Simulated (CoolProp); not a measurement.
A Linde-Hampson liquefier for dry air: isothermal reversible compression at 300 K from 1 atm to 40 MPa, throttling to 1 atm, return gas leaving the recuperator 10 K below the feed. Each further row changes one setting.

Values from CoolProp's reference Helmholtz-energy equation of state, Lemmon 2000. It is a pseudo-pure fit of the blend.

```
case                        liquid yield per pass  compression work (kJ/kg of gas)
--------------------------  ---------------------  -------------------------------
as stated                                       …                              520
high pressure 80 MPa                            …                                …
warm-end temperature 330 K                      …                                …
warm-end gap 15 K                               …                              520
```

**Question.** Some entries are withheld; supply them.

**Answer.** 
- as stated, liquid yield per pass: 0.084
- high pressure 80 MPa, liquid yield per pass: 0.053
- high pressure 80 MPa, compression work (kJ/kg of gas): 604
- warm-end temperature 330 K, liquid yield per pass: 0.057
- warm-end temperature 330 K, compression work (kJ/kg of gas): 576
- warm-end gap 15 K, liquid yield per pass: 0.073
